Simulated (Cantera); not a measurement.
# Thermodynamics of roasting and sulfation, feed FeS2 + SO2 + H2O

Charge: 1 mol FeS2, 0.21 mol SO2, 3 mol H2O, held at 17.0 bar.

Equilibrium computed with Cantera from the NASA thermochemical tables; the gas is ideal and each condensed phase is pure. Candidate condensed phases: Fe, FeO, Fe(OH)2, Fe(OH)3, FeS, FeSO4, FeS2, Fe2O3, Fe2(SO4)3, Fe3O4, H2O, H2SO4, S; 22 gas species. FeS: taken at fixed stoichiometry. Gases not in the tables: S3 to S7. Kinetics and transport are ignored.

At 850 K the condensed part is FeS2(s) + Fe3O4(s). At 950 K the condensed part is FeS(s) + FeS2(s). From 1050 K to 1450 K the condensed part is FeS(s). From 1550 K to 1750 K the condensed part is FeS(l).

```csv
T (K),x H2O,x H2S,x SO2,x S2,x H2,x S2O,x SO,x SH,n FeS2(s),n Fe3O4(s),n FeS(s),n FeS(l)
850,0.922,0.0110,0.0665,0.000297,0.000170,7.50e-5,8.31e-8,3.77e-8,0.979,0.00692,0,0
950,0.855,0.0505,0.0887,0.00485,0.000734,0.000663,1.18e-6,9.64e-7,0.712,0,0.288,0
1050,0.704,0.129,0.122,0.0392,0.00195,0.00356,1.01e-5,1.10e-5,0,0,1.00,0
1150,0.710,0.119,0.118,0.0458,0.00407,0.00378,3.47e-5,3.60e-5,0,0,1.00,0
1250,0.713,0.109,0.115,0.0513,0.00755,0.00394,9.74e-5,9.68e-5,0,0,1.00,0
1350,0.714,0.101,0.113,0.0558,0.0127,0.00405,0.000234,0.000223,0,0,1.000,0
1450,0.711,0.0927,0.112,0.0594,0.0198,0.00412,0.000499,0.000452,0,0,1.000,0
1550,0.706,0.0849,0.112,0.0620,0.0288,0.00417,0.000967,0.000829,0,0,0,1.000
1650,0.699,0.0774,0.113,0.0637,0.0396,0.00420,0.00173,0.00140,0,0,0,1.000
1750,0.689,0.0701,0.115,0.0645,0.0520,0.00421,0.00290,0.00220,0,0,0,1.000
```
x: gas mole fraction; n: condensed amount in mol.
